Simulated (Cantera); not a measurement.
# Zr + O2 + N2 (tantalum, niobium, vanadium and zirconium in process gases)

Input: 1 mol Zr, 6 mol O2, a varied amount of N2, held at 2600 °C and 1.40 mbar.

Equilibrium computed with Cantera from the NASA thermochemical tables; the gas is ideal and each condensed phase is pure. Candidate condensed phases: Zr, ZrN, ZrO2; 13 gas species. Kinetics and transport are ignored.

From 2.7 mol N2 to 20 mol N2 the condensed part is ZrO2(s). From 30 mol N2 to 69 mol N2 nothing is condensed. The main Zr-bearing gas is ZrO2 throughout.

```tsv
n(N2) (mol)	x N2	x O	x O2	x ZrO2	x NO	x ZrO	x N	n ZrO2(s)
2.7	0.222	0.625	0.106	0.0296	0.0153	0.00120	7.46e-5	0.639
4	0.296	0.569	0.0879	0.0296	0.0161	0.00131	8.61e-5	0.593
6	0.383	0.501	0.0682	0.0296	0.0161	0.00149	9.80e-5	0.523
9	0.477	0.427	0.0494	0.0296	0.0153	0.00175	0.000109	0.418
13	0.563	0.357	0.0346	0.0296	0.0139	0.00209	0.000119	0.277
20	0.655	0.279	0.0212	0.0296	0.0118	0.00268	0.000128	0.0241
30	0.738	0.215	0.0126	0.0222	0.00962	0.00260	0.000136	0
46	0.810	0.158	0.00679	0.0152	0.00741	0.00243	0.000142	0
69	0.863	0.115	0.00359	0.0103	0.00556	0.00226	0.000147	0
```
x: gas mole fraction; n: condensed amount in mol.
